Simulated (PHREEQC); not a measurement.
1 kg of water holding 0.077 mol/kgw NaHCO3 meets 20 L of dry gas (H2 0.34, N2 0.66 by moles) at fixed total pressure, at 50 °C; fugacities by Peng-Robinson. The gases take part in no redox reaction, some water evaporates into the gas, and hydrates or a liquid gas phase aren't modelled. No solid was allowed to form.

All values are PHREEQC results (ion-association model, phreeqc.dat), not measurements.

Task: Predict dissolved H2 (mol/kgw), dissolved N2 (mol/kgw) at P (atm) = 10, 40, 50.

Result: 
```
P (atm)  dissolved H2 (mol/kgw)  dissolved N2 (mol/kgw)
-------  ----------------------  ----------------------
10                      0.00240                 0.00326
40                      0.00947                  0.0127
50                       0.0118                  0.0157
```

At this temperature some constants are extrapolated from 25 °C, and those without enthalpy data are left unchanged.
